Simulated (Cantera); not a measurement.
A Cantera script and what it prints.

```python
import numpy as np
import cantera as ct

gas_names = """
    H H2 N NH NH2 NH3 N2 N2H2 N2H4 Si SiH SiH2 SiH3 SiH4 SiN Si2 Si2N Si3
""".split()
cond_names = """
    Si(cr) Si(L) Si3N4(a)
""".split()


def load(file, names, dense=False):
    # The tables refer to 1 bar. Condensed volumes are neglected.
    table = {s.name: s for s in ct.Species.list_from_file(file)}
    out = []
    for n in names:
        d = dict(table[n].input_data)
        d["thermo"] = dict(d["thermo"], **{"reference-pressure": 1e5})
        if dense:
            d["equation-of-state"] = {"model": "constant-volume", "density": "1e6 g/cm^3"}
        out.append(ct.Species.from_dict(d))
    return out


gas = ct.Solution(thermo="ideal-gas", species=load("nasa_gas.yaml", gas_names))
cond = {s.name: ct.Solution(thermo="fixed-stoichiometry", species=[s], name=s.name)
        for s in load("nasa_condensed.yaml", cond_names, dense=True)}
atoms = {
    'SiH4': {'Si': 1, 'H': 4},
    'N2': {'N': 2},
}
top_T = {'Si3N4(a)': 2400}  # K; cautious upper limits of use, not melting points


def equilibrate(T, P, feed):
    n = {}
    for name, mol in feed.items():
        for a, k in atoms[name].items():
            n[a] = n.get(a, 0.0) + k * mol
    gas.TPX = T, P, n
    mass = sum(n.values()) * gas.mean_molecular_weight
    gas.equilibrate("TP")
    valid = [c for c in cond.values() if c.min_temp <= T <= top_T.get(c.name, c.max_temp)]
    mix = ct.Mixture([(gas, mass / gas.mean_molecular_weight)] + [(c, 0.0) for c in valid])
    mix.T, mix.P = T, P
    mix.equilibrate("TP", solver="vcs", rtol=1e-11, max_steps=5000)
    return mix


results = []
feed = {'SiH4': 1, 'N2': 21}  # mol
T = 1048  # K
P = 12000  # Pa
mix = equilibrate(T, P, feed)
results.append((T, P, feed, dict(zip(mix.species_names, mix.species_moles))))
print(gas.report(threshold=0.0001))
for i in range(1, mix.n_phases):
    print(f"{mix.phase(i).name:16s} {mix.phase_moles(i):12.5e} mol")
```

Result:

```
       temperature   1048 K
          pressure   12000 Pa
           density   0.035374 kg/m^3
  mean mol. weight   25.686 kg/kmol
   phase of matter   gas

                          1 kg             1 kmol
                     ---------------   ---------------
          enthalpy        8.9383e+05        2.2959e+07  J
   internal energy        5.5459e+05        1.4245e+07  J
           entropy            9510.8        2.4429e+05  J/K
    Gibbs function       -9.0734e+06       -2.3306e+08  J
 heat capacity c_p            1273.1             32701  J/K
 heat capacity c_v            949.43             24387  J/K

                      mass frac. Y      mole frac. X     chem. pot. / RT
                     ---------------   ---------------   ---------------
                H2         0.0070285           0.08955           -22.157
                N2           0.99297           0.91045           -27.198
     [  +16 minor]        8.7383e-07        1.3242e-06

Si(cr)            0.00000e+00 mol
Si3N4(a)          3.33333e-01 mol
```

Method: chemical equilibrium by Gibbs-energy minimisation in Cantera with the NASA 1993 tables (ideal gas, pure condensed phases). N2 is the only nitrogen source here; it is nearly inert below about 1500 K, so the nitride shown seldom forms there in practice.
